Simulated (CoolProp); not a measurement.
Aqueous methanol as a coolant, at 18 °C, 1 atm.

Model: Melinder's fits for secondary coolants, in CoolProp.

| mass % | freezing point (°C) | viscosity (mPa s) | conductivity (W/(m K)) | Prandtl number | density (kg/m³) |
|---|---|---|---|---|---|
| 2.1 | -1.2 | 1.12 | 0.582 | 8.06 | 994.9 |
| 9.1 | -5.9 | 1.35 | 0.541 | 10.5 | 983.4 |
| 16.1 | -11.5 | 1.58 | 0.502 | 13.1 | 973.1 |
| 23.1 | -18.1 | 1.78 | 0.465 | 15.6 | 963.0 |
| 30.1 | -25.8 | 1.91 | 0.430 | 17.6 | 952.3 |
| 37.1 | -34.7 | 1.96 | 0.397 | 19.0 | 940.8 |
| 44.1 | -44.8 | 1.93 | 0.368 | 19.6 | 928.3 |
| 51.1 | -56.4 | 1.85 | 0.341 | 19.4 | 914.8 |
